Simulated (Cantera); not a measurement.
Cantera run:

```python
import numpy as np
import cantera as ct

gas_names = """
    B BH BH2 BH3 BN B2 H H2 N NH NH2 NH3 N2 N2H2 N2H4
""".split()
cond_names = """
    B(b) B(L) BN(s)
""".split()


# ... load() reads the species with a 1 bar reference pressure and builds the phases ...
atoms = {
    'borazine': {'B': 3, 'N': 3, 'H': 6},
    'NH3': {'N': 1, 'H': 3},
    'H2': {'H': 2},
}
top_T = {'BN(s)': 3200}  # K; cautious upper limits of use, not melting points


# ... equilibrate(T, P, feed) seeds the gas with the atoms and calls Mixture.equilibrate('TP', solver="vcs", rtol=1e-11, max_steps=5000) ...
results = []
feed = {'borazine': 1, 'NH3': 0.99, 'H2': 1.4}  # mol
P = 100  # Pa
for T in [1725, 1775, 1825, 1875, 1925, 1975, 2025, 2075, 2125, 2175]:
    mix = equilibrate(T, P, feed)
    results.append((T, P, feed, dict(zip(mix.species_names, mix.species_moles))))

top = {s: max(r[3][s] / sum(r[3][g] for g in gas_names) for r in results) for s in gas_names}
cols = sorted((s for s in top if top[s] > 0.001), key=lambda s: -top[s])[:8]
seen = [c for c in cond_names if any(r[3].get(c, 0) > 1e-12 for r in results)]
print("log10 of partial pressures in bar; condensed amounts in mol")
print(f"{'T/K':>10s}" + "".join(f"{s[:9]:>10s}" for s in cols + seen))
for T, P, feed, n in results:
    ng = sum(n[g] for g in gas_names)
    print(f"{T:10.4g}" + "".join(f"{np.log10(max(n[s] / ng * P / 1e5, 1e-99)):10.3f}" for s in cols)
          + "".join(f"{n.get(c, 0):10.4g}" for c in seen))
```

It prints:

```
log10 of partial pressures in bar; condensed amounts in mol
       T/K        H2        N2         H         B      B(b)     BN(s)
      1725    -3.038    -4.111    -5.250   -10.129         0         3
      1775    -3.039    -4.112    -5.058    -9.442         0         3
      1825    -3.041    -4.113    -4.877    -8.794         0         3
      1875    -3.044    -4.114    -4.706    -8.180         0     2.999
      1925    -3.048    -4.116    -4.544    -7.598         0     2.999
      1975    -3.056    -4.093    -4.392    -7.058   0.06311     2.934
      2025    -3.110    -3.769    -4.271    -6.697       1.5     1.496
      2075    -3.164    -3.612    -4.157    -6.353     2.992         0
      2125    -3.178    -3.618    -4.029    -6.026     2.987         0
      2175    -3.196    -3.625    -3.909    -5.714     2.977         0
```

Cantera equilibrium calculation (NASA polynomials, part measured and part estimated; ideal gas, pure solids and liquids). The feed counts by its element totals alone. Mutual solubility and eutectic melting of coexisting phases are not modelled. The tables' values for BH2 are old estimates; treat these amounts as uncertain.
